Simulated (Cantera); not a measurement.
A Cantera script and its output.

```python
import numpy as np
import cantera as ct

gas = ct.Solution("SiF4_NH3_mec.yaml", "gas")
gas.TPX = 1900, 160000, {'NH3': 0.21, 'N2': 1.9}
inlet = ct.Reservoir(gas, clone=True)

reactor = ct.IdealGasConstPressureReactor(gas, energy="off", clone=False)
exhaust = ct.Reservoir(gas, clone=True)
tau = [0.97, 0.26, 0.071, 0.019, 0.0053, 0.0014, 0.00039][0]
for a, b in ((inlet, reactor), (reactor, exhaust)):
    ct.MassFlowController(a, b, mdot=lambda t: reactor.mass / tau)
net = ct.ReactorNet([reactor])
show = ['NH3', 'N2H2', 'H2', 'NH', 'N2']

rows = []
print(f"{'tau/s':>10s}{'T/K':>9s}" + "".join(f"{s:>11s}" for s in show))
for tau in [0.97, 0.26, 0.071, 0.019, 0.0053, 0.0014, 0.00039]:
    net.initial_time = 0.0
    net.advance(30 * tau)
    before = gas.X
    net.advance(40 * tau)
    drift = np.max(np.abs(gas.X - before) / (gas.X + 1e-9))
    rows.append([gas.T, *gas[show].X, drift])
    print(f"{tau:10.3e}{gas.T:9.1f}" + "".join(f"{x:11.3e}" for x in gas[show].X))
```

Output:

```
     tau/s      T/K        NH3       N2H2         H2         NH         N2
 9.700e-01   1900.0  1.138e-02  1.868e-08  1.201e-01  1.534e-06  8.683e-01
 2.600e-01   1900.0  2.743e-02  6.054e-08  9.823e-02  2.366e-06  8.742e-01
 7.100e-02   1900.0  5.446e-02  1.466e-07  6.134e-02  3.114e-06  8.840e-01
 1.900e-02   1900.0  8.042e-02  2.432e-07  2.589e-02  3.297e-06  8.935e-01
 5.300e-03   1900.0  9.320e-02  2.935e-07  8.428e-03  2.751e-06  8.982e-01
 1.400e-03   1900.0  9.777e-02  2.821e-07  2.177e-03  1.948e-06  8.998e-01
 3.900e-04   1900.0  9.905e-02  1.867e-07  4.735e-04  1.271e-06  9.003e-01
```

Computed with Cantera and the gas-phase N/H chemistry of the illustrative SiF4/NH3 mechanism in the Surface Chemkin manual (1991). Walls and surfaces, which speed up NH3 decomposition in real reactors, are not modelled.
